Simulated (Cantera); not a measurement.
A Cantera script and its output.

```python
import numpy as np
import cantera as ct

gas = ct.Solution("gri30.yaml")
gas.TPX = 2100, 5400, {'NO': 1, 'N2': 1.9}
reactor = ct.IdealGasConstPressureReactor(gas, energy="off", clone=False)
net = ct.ReactorNet([reactor])
net.rtol, net.atol = 1e-08, 1e-18
show = ['NO', 'NO2', 'N2O', 'O2', 'N2']
times = np.geomspace(0.0002, 20, 14)

steps = ct.SolutionArray(gas, extra=["t"])
rows = []
print(f"{'t/s':>10s}{'T/K':>9s}{'P/Pa':>11s}" + "".join(f"{s:>11s}" for s in show))
for t in times:
    while net.time < t:
        t_next = net.step()
        steps.append(gas.state, t=t_next)
    rows.append([np.interp(t, steps.t, y) for y in (steps.T, steps.P, *steps(*show).X.T)])
    print(f"{t:10.3e}{rows[-1][0]:9.1f}{rows[-1][1]:11.4g}" + "".join(f"{x:11.3e}" for x in rows[-1][2:]))
rate = np.gradient(steps.T, steps.t)
print("integrator steps:", len(steps.t))
if steps.T.max() > steps.T[0] + 200:
    print(f"time of steepest temperature rise: {steps.t[rate.argmax()]:.4e} s")
gas.TPX = 2100, 5400, {'NO': 1, 'N2': 1.9}
gas.equilibrate("TP")
print(f"equilibrium (TP): T = {gas.T:.1f} K  " + "  ".join(f"{s} {gas[s].X[0]:.3e}" for s in show))
```

Output:

```
       t/s      T/K       P/Pa         NO        NO2        N2O         O2         N2
 2.000e-04   2100.0       5400  3.448e-01  1.957e-08  2.905e-06  1.350e-08  6.552e-01
 4.849e-04   2100.0       5400  3.448e-01  1.011e-07  6.799e-06  8.087e-08  6.552e-01
 1.176e-03   2100.0       5400  3.448e-01  4.556e-07  1.516e-05  4.991e-07  6.552e-01
 2.850e-03   2100.0       5400  3.447e-01  1.696e-06  3.024e-05  3.280e-06  6.552e-01
 6.910e-03   2100.0       5400  3.446e-01  5.188e-06  4.804e-05  2.349e-05  6.552e-01
 1.675e-02   2100.0       5400  3.440e-01  1.176e-05  5.437e-05  1.676e-04  6.554e-01
 4.062e-02   2100.0       5400  3.423e-01  1.743e-05  5.115e-05  9.025e-04  6.562e-01
 9.848e-02   2100.0       5400  3.375e-01  2.090e-05  4.846e-05  3.211e-03  6.585e-01
 2.388e-01   2100.0       5400  3.251e-01  2.664e-05  4.347e-05  9.338e-03  6.647e-01
 5.789e-01   2100.0       5400  2.917e-01  3.571e-05  3.283e-05  2.585e-02  6.812e-01
 1.403e+00   2100.0       5400  2.091e-01  4.011e-05  1.529e-05  6.686e-02  7.223e-01
 3.403e+00   2100.0       5400  8.119e-02  2.179e-05  2.159e-06  1.305e-01  7.861e-01
 8.249e+00   2100.0       5400  1.706e-02  5.117e-06  1.822e-07  1.625e-01  8.181e-01
 2.000e+01   2100.0       5400  9.220e-03  2.800e-06  1.212e-07  1.664e-01  8.220e-01
integrator steps: 934
equilibrium (TP): T = 2100.0 K  NO 9.084e-03  NO2 2.759e-06  N2O 1.204e-07  O2 1.664e-01  N2 8.220e-01
```

Cantera simulation using GRI-Mech 3.0 (53 species, 325 reactions); the numbers are that mechanism's predictions, not measurements.
